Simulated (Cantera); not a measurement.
CH3Cl + Si + H2 (fluorocarbon and chlorocarbon gases)

Input: 1 mol CH3Cl, 0.031 mol Si, 18 mol H2, equilibrated at 1048 K.

Method: chemical equilibrium by Gibbs-energy minimisation in Cantera with the NASA 1993 tables (ideal gas, pure condensed phases). Candidate condensed phases: C, C6H6, C7H8, C8H18, Si, SiC; 109 gas species. The numbers say what is thermodynamically allowed, not how fast it happens.

From 1.00 Pa to 0.100 bar the condensed part is C(graphite) + SiC(s). At 1.00 bar the condensed part is C(graphite). The main Si-bearing gas is SiCl2 at 1.00 Pa and SiCl4 at 1.00 bar.

```
P (Pa)  log p H2  log p HCl  log p CH4  log p SiCl4  log p SiHCl3  log p SiCl3  log p SiH2Cl2  n C(graphite)  n SiC(s)
------  --------  ---------  ---------  -----------  ------------  -----------  -------------  -------------  --------
1          -5.02      -6.30     -11.28       -12.40        -13.11       -12.10         -14.77          0.969    0.0309
10         -4.02      -5.30      -9.28       -10.40        -11.11       -10.60         -12.77          0.969    0.0309
100        -3.02      -4.30      -7.28        -8.40         -9.11        -9.10         -10.77          0.968    0.0308
1000       -2.02      -3.30      -5.28        -6.40         -7.11        -7.61          -8.77          0.960    0.0299
10000      -1.02      -2.31      -3.28        -4.44         -5.15        -6.14          -6.79          0.874    0.0222
100000     -0.04      -1.33      -1.32        -2.87         -3.57        -5.05          -5.21         0.0899         0
```
log p: log10 of the partial pressure in bar; n: condensed amount in mol.
